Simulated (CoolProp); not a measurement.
Values from CoolProp's reference Helmholtz-energy equation of state, Lemmon 2016.

**Question.** For R365MFC, give the phase and the density (kg/m³), cp (kJ/(kg K)), speed of sound (m/s), fugacity coefficient at 67.85 °C and 0.101 MPa.

**Answer.** 
- 67.85 °C and 0.101 MPa: gas; density 5.45, cp 1.08, speed of sound 138, fugacity coefficient 0.969
